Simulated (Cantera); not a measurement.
Input (Python, Cantera):

```python
import numpy as np
import cantera as ct

gas = ct.Solution("h2o2.yaml")
gas.TPX = 475, 101325, {'H2': 1, 'O2': 0.312, 'N2': 1.17}
flame = ct.FreeFlame(gas, width=0.04)
flame.set_refine_criteria(ratio=3, slope=0.08, curve=0.16)
flame.transport_model = "mixture-averaged"
flame.solve(loglevel=0, auto=True)
z, T = flame.grid, flame.T
thick = (T[-1] - T[0]) / np.gradient(T, z).max()
show = ['H2', 'O2', 'H2O', 'OH', 'HO2', 'H2O2']
print(f"laminar burning velocity  {flame.velocity[0] * 100:.3f} cm/s")
print(f"burnt temperature         {T[-1]:.1f} K")
print(f"thermal thickness         {thick * 1e3:.4f} mm")
print(f"grid points               {len(z)}")
z0 = z[flame.heat_release_rate.argmax()]
print(f"{'z/mm':>9s}{'T/K':>9s}{'u/(m/s)':>9s}" + "".join(f"{s:>11s}" for s in show))
rows = []
for k in (-3, -2, -1.5, -1, -0.5, -0.25, 0, 0.25, 0.5, 1, 2, 4, 8):
    zz = z0 + k * thick
    rows.append([k * thick, np.interp(zz, z, T), np.interp(zz, z, flame.velocity),
                 *(np.interp(zz, z, flame.X[gas.species_index(s)]) for s in show)])
    print(f"{rows[-1][0] * 1e3:9.3f}{rows[-1][1]:9.1f}{rows[-1][2]:9.3f}" + "".join(f"{x:11.3e}" for x in rows[-1][3:]))
```

Output:

```
laminar burning velocity  621.149 cm/s
burnt temperature         2329.6 K
thermal thickness         0.4011 mm
grid points               121
     z/mm      T/K  u/(m/s)         H2         O2        H2O         OH        HO2       H2O2
   -1.203    475.0    6.211  4.029e-01  1.257e-01  2.400e-13  9.246e-17  1.813e-13  5.703e-16
   -0.802    475.0    6.211  4.029e-01  1.257e-01  1.299e-11  5.548e-15  1.149e-11  4.880e-14
   -0.602    475.0    6.211  4.029e-01  1.257e-01  6.825e-10  2.967e-13  7.724e-10  3.458e-12
   -0.401    475.0    6.212  4.029e-01  1.257e-01  9.419e-08  5.392e-11  1.474e-07  7.306e-10
   -0.201    489.4    6.371  3.997e-01  1.260e-01  3.834e-04  3.131e-05  1.972e-04  4.408e-06
   -0.100    735.9    9.341  3.666e-01  1.204e-01  1.960e-02  8.949e-04  2.287e-04  3.273e-05
    0.000   1185.5   14.568  2.654e-01  8.435e-02  1.008e-01  2.446e-03  8.421e-05  3.858e-06
    0.100   1497.4   18.194  1.657e-01  2.661e-02  2.092e-01  5.917e-03  2.486e-05  1.857e-06
    0.201   1636.2   19.748  1.385e-01  7.716e-03  2.460e-01  7.415e-03  6.889e-06  1.181e-06
    0.401   1768.2   21.162  1.386e-01  3.114e-03  2.570e-01  8.435e-03  2.622e-06  6.974e-07
    0.802   1902.8   22.553  1.458e-01  2.075e-03  2.624e-01  8.670e-03  1.643e-06  3.740e-07
    1.605   2032.8   23.858  1.525e-01  1.255e-03  2.684e-01  7.997e-03  9.826e-07  1.944e-07
    3.209   2143.9   24.941  1.582e-01  6.493e-04  2.743e-01  6.550e-03  5.364e-07  1.027e-07
```

Model: the H2/O2 subset of GRI-Mech 3.0, which has no nitrogen chemistry, integrated in Cantera. Burning velocities carry a grid error of a few per cent, more on coarse grids.
